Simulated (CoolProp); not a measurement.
Vapour-liquid equilibrium of dimethyl ether (1) + R236EA (2) at 70.85 °C; x and y are mole fractions of (1).

Model: multi-fluid Helmholtz-energy mixture model, Wu 2011 and Rui 2013; pair parameters Bell 2016, in CoolProp.

```csv
x,bubble pressure (MPa),y at the bubble point,dew pressure at overall composition x (MPa),liquid density (mol/L)
0.05,0.8043,0.054,0.8039,8.496
0.125,0.8133,0.140,0.8114,8.793
0.2,0.8278,0.232,0.8221,9.100
0.275,0.8503,0.330,0.8367,9.416
0.35,0.8835,0.432,0.8560,9.741
0.425,0.9302,0.535,0.8808,10.07
0.5,0.9933,0.634,0.9126,10.41
0.575,1.075,0.725,0.9533,10.75
0.65,1.176,0.804,1.006,11.09
0.725,1.297,0.869,1.075,11.43
0.8,1.435,0.920,1.171,11.76
0.875,1.584,0.958,1.311,12.07
0.95,1.739,0.986,1.547,12.36
```

No azeotrope shows between x = 0.05 and 0.95.

The pair parameters rest on a limited set of measurements; away from them the model extrapolates.
